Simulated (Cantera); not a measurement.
## Moist CO burnout

An isothermal, constant-pressure homogeneous reactor starts with CO : O₂ : H₂O : N₂ = 0.0012 : 0.065 : 0.032 : 1 (molar parts), at 1125 K and 4.10 bar.

Computed with Cantera and GRI-Mech 3.0 (53 species, 325 reactions).

```json
[
 {"t (s)": "0.000200", "x CO": "0.00109", "x O₂": "0.0592", "x H₂O": "0.0291", "x CO₂": "1.48e-9", "x H": "8.92e-12", "x OH": "6.95e-10"},
 {"t (s)": "0.000530", "x CO": "0.00109", "x O₂": "0.0592", "x H₂O": "0.0291", "x CO₂": "8.64e-9", "x H": "2.80e-11", "x OH": "2.15e-9"},
 {"t (s)": "0.00140", "x CO": "0.00109", "x O₂": "0.0592", "x H₂O": "0.0291", "x CO₂": "6.29e-8", "x H": "9.67e-11", "x OH": "7.26e-9"},
 {"t (s)": "0.00372", "x CO": "0.00109", "x O₂": "0.0592", "x H₂O": "0.0291", "x CO₂": "9.17e-7", "x H": "8.65e-10", "x OH": "6.40e-8"},
 {"t (s)": "0.00984", "x CO": "0.00106", "x O₂": "0.0592", "x H₂O": "0.0291", "x CO₂": "3.40e-5", "x H": "8.66e-9", "x OH": "6.70e-7"},
 {"t (s)": "0.0261", "x CO": "0.000928", "x O₂": "0.0591", "x H₂O": "0.0291", "x CO₂": "0.000165", "x H": "7.48e-9", "x OH": "6.51e-7"},
 {"t (s)": "0.0690", "x CO": "0.000679", "x O₂": "0.0590", "x H₂O": "0.0291", "x CO₂": "0.000414", "x H": "4.77e-9", "x OH": "5.55e-7"},
 {"t (s)": "0.183", "x CO": "0.000359", "x O₂": "0.0588", "x H₂O": "0.0291", "x CO₂": "0.000734", "x H": "1.87e-9", "x OH": "3.97e-7"},
 {"t (s)": "0.484", "x CO": "0.000122", "x O₂": "0.0587", "x H₂O": "0.0292", "x CO₂": "0.000971", "x H": "4.17e-10", "x OH": "2.40e-7"},
 {"t (s)": "1.28", "x CO": "2.25e-5", "x O₂": "0.0587", "x H₂O": "0.0292", "x CO₂": "0.00107", "x H": "5.62e-11", "x OH": "1.53e-7"},
 {"t (s)": "3.40", "x CO": "5.96e-7", "x O₂": "0.0587", "x H₂O": "0.0292", "x CO₂": "0.00109", "x H": "2.02e-12", "x OH": "1.81e-7"},
 {"t (s)": "9.00", "x CO": "5.96e-12", "x O₂": "0.0587", "x H₂O": "0.0292", "x CO₂": "0.00109", "x H": "<1e-12", "x OH": "2.81e-7"}
]
```
x: mole fraction; the columns are a selection and need not sum to one.

Equilibrium at this temperature and pressure: CO 5.95e-12, O₂ 0.0586, H₂O 0.0292, CO₂ 0.00109, H <1e-12, OH 2.79e-7 (gas phase only).
